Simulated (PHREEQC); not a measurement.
NaHCO3 is added in steps, without added water, to 1 kg of water holding 9.7 mmol/kgw KOH and 0.77 mmol/kgw Na2SiO3, at 25 °C. Oxygen is held at 0.21 atm. CO2 is held at log p = -2 (atm). Solids allowed: Chalcedony, Nahcolite, Natron. Others were left out.

Base run: PHREEQC, ion-association model, wateq4f.dat. Each further column changes one thing. The table gives pH.

| NaHCO3 added (mol) | base | KOH left out |
|---|---|---|
| 0 | 7.82 | 6.99 |
| 0.001617 | 7.88 | 7.29 |
| 0.003233 | 7.92 | 7.46 |
| 0.00485 | 7.97 | 7.59 |
| 0.006467 | 8.01 | 7.68 |
| 0.008083 | 8.04 | 7.76 |
| 0.0097 | 8.07 | 7.82 |
